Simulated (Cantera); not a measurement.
Cantera run:

```python
import numpy as np
import cantera as ct

gas_names = """
    CL CL2 Si SiCL SiCL2 SiCL3 SiCL4 Si2 Si3
""".split()
cond_names = """
    Si(cr) Si(L)
""".split()


# ... load() reads the species with a 1 bar reference pressure and builds the phases ...
atoms = {
    'Si': {'Si': 1},
    'Cl2': {'CL': 2},
}
top_T = {}  # K; cautious upper limits of use, not melting points


# ... equilibrate(T, P, feed) seeds the gas with the atoms and calls Mixture.equilibrate('TP', solver="vcs", rtol=1e-11, max_steps=5000) ...
results = []
feed = {'Si': 1, 'Cl2': 6.7}  # mol
P = 21  # Pa
for T in [1075, 1175, 1275, 1375, 1475, 1575, 1675]:
    mix = equilibrate(T, P, feed)
    results.append((T, P, feed, dict(zip(mix.species_names, mix.species_moles))))

top = {s: max(r[3][s] / sum(r[3][g] for g in gas_names) for r in results) for s in gas_names}
cols = sorted((s for s in top if top[s] > 1e-06), key=lambda s: -top[s])[:9]
seen = [c for c in cond_names if any(r[3].get(c, 0) > 1e-12 for r in results)]
print("log10 of partial pressures in bar; condensed amounts in mol")
print(f"{'T/K':>10s}" + "".join(f"{s[:9]:>10s}" for s in cols + seen))
for T, P, feed, n in results:
    ng = sum(n[g] for g in gas_names)
    print(f"{T:10.4g}" + "".join(f"{np.log10(max(n[s] / ng * P / 1e5, 1e-99)):10.3f}" for s in cols)
          + "".join(f"{n.get(c, 0):10.4g}" for c in seen))
```

It prints:

```
log10 of partial pressures in bar; condensed amounts in mol
       T/K        CL       CL2     SiCL4     SiCL3     SiCL2
      1075    -4.855    -3.795    -4.448   -10.747   -15.847
      1175    -4.376    -3.870    -4.479    -9.631   -13.792
      1275    -4.032    -4.054    -4.542    -8.668   -11.981
      1375    -3.834    -4.405    -4.620    -7.775   -10.267
      1475    -3.755    -4.894    -4.672    -6.895    -8.586
      1575    -3.731    -5.414    -4.709    -6.074    -7.021
      1675    -3.723    -5.898    -4.849    -5.446    -5.726
```

Equilibrium computed with Cantera from the NASA thermochemical tables; the gas is ideal and each condensed phase is pure. The tables' values for SiCl3 are old estimates; treat these amounts as uncertain.
